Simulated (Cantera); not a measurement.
What does this Cantera script print?

```python
import numpy as np
import cantera as ct

gas_names = [...]  # 113 gases of nasa_gas.yaml made of C, H, O, Ti
cond_names = """
    C(gr) C6H6(L) C7H8(L) C8H18(L),n-octa H2O(s) H2O(L) Ti(a) Ti(b) Ti(L) TiC(s) TiC(L) TiO(a) TiO(b)
    TiO(L) TiO2(ru) TiO2(L) Ti2O3(a) Ti2O3(b) Ti2O3(L) Ti3O5(a) Ti3O5(b) Ti3O5(L) Ti4O7(s) Ti4O7(L)
""".split()


# ... load() reads the species with a 1 bar reference pressure and builds the phases ...
atoms = {
    'Ti(OiPr)4': {'Ti': 1, 'C': 12, 'H': 28, 'O': 4},
    'CH4': {'C': 1, 'H': 4},
    'H2': {'H': 2},
}
top_T = {'C(gr)': 4500}  # K; cautious upper limits of use, not melting points


# ... equilibrate(T, P, feed) seeds the gas with the atoms and calls Mixture.equilibrate('TP', solver="vcs", rtol=1e-11, max_steps=5000) ...
results = []
feed = {'Ti(OiPr)4': 1, 'CH4': 2.3, 'H2': 150}  # mol
T = 1773.15  # K
P = 10000  # Pa
mix = equilibrate(T, P, feed)
results.append((T, P, feed, dict(zip(mix.species_names, mix.species_moles))))
print(gas.report(threshold=1e-06))
for i in range(1, mix.n_phases):
    print(f"{mix.phase(i).name:16s} {mix.phase_moles(i):12.5e} mol")
```

Result:

```
       temperature   1773.2 K
          pressure   10000 Pa
           density   0.0017783 kg/m^3
  mean mol. weight   2.6217 kg/kmol
   phase of matter   gas

                          1 kg             1 kmol
                     ---------------   ---------------
          enthalpy         1.642e+07        4.3049e+07  J
   internal energy        1.0797e+07        2.8306e+07  J
           entropy             78631        2.0615e+05  J/K
    Gibbs function       -1.2301e+08       -3.2249e+08  J
 heat capacity c_p             12762             33459  J/K
 heat capacity c_v            9590.8             25145  J/K

                      mass frac. Y      mole frac. X     chem. pot. / RT
                     ---------------   ---------------   ---------------
               CH3        8.5007e-06        1.4823e-06           -34.661
               CH4        0.00049083        8.0211e-05           -45.376
                CO            0.2475          0.023166           -40.864
    C2H2,acetylene         0.0013583        0.00013677            -26.46
                 H         0.0003421        0.00088977           -10.715
                H2           0.75029           0.97572           -21.431
     [ +107 minor]        9.4753e-06        1.1409e-06

C(gr)             9.23865e+00 mol
Ti(b)             0.00000e+00 mol
TiC(s)            1.00000e+00 mol
TiO(b)            0.00000e+00 mol
TiO2(ru)          0.00000e+00 mol
Ti2O3(b)          0.00000e+00 mol
Ti3O5(b)          0.00000e+00 mol
Ti4O7(s)          0.00000e+00 mol
```

Cantera equilibrium calculation (NASA polynomials, part measured and part estimated; ideal gas, pure solids and liquids). The feed counts by its element totals alone. TiC: taken at fixed stoichiometry.
